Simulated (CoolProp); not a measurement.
Fluoroethane (R161) at 289.59 K and 2.64 MPa is throttled through a valve to 1.45 MPa with no heat exchange. Each further row changes one setting.

Values from CoolProp's reference Helmholtz-energy equation of state, Wu 2012.

```json
[
 {"case": "as stated", "temperature change (K)": "+0.2", "final phase": "liquid", "final density (kg/m³)": "730"},
 {"case": "outlet pressure 0.435 MPa", "temperature change (K)": "-16.6", "final phase": "two-phase, vapour fraction 0.097", "final density (kg/m³)": "93.6"},
 {"case": "outlet pressure 1.89 MPa", "temperature change (K)": "+0.1", "final phase": "liquid", "final density (kg/m³)": "732"}
]
```
